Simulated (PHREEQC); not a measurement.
Dissolve 0.14 mol/kgw FeCl3, 0.0036 mol/kgw ZnCl2, 0.0015 mol/kgw HCl and 0.00015 mol/kgw Na2SO4 at 78 °C. Closed to the air; pH follows from the charge balance.

Model: ion-association model, phreeqc.dat, run in PHREEQC.

The ionic strength comes out as 0.506 mol/kgw. What activity coefficients do Zn+2, Fe2(OH)2+4, SO4-2, FeOH+2, FeSO4+ get?

Zn+2 0.18, Fe2(OH)2+4 0.0040, SO4-2 0.18, FeOH+2 0.18, FeSO4+ 0.65.

This is a speciation only: nothing precipitates in the calculation. Saturation is exceeded, for instance for Hematite (slow to form), Goethite (slow to form); the values hold only as long as no solid forms. At this temperature some constants are extrapolated from 25 °C, and those without enthalpy data are left unchanged.
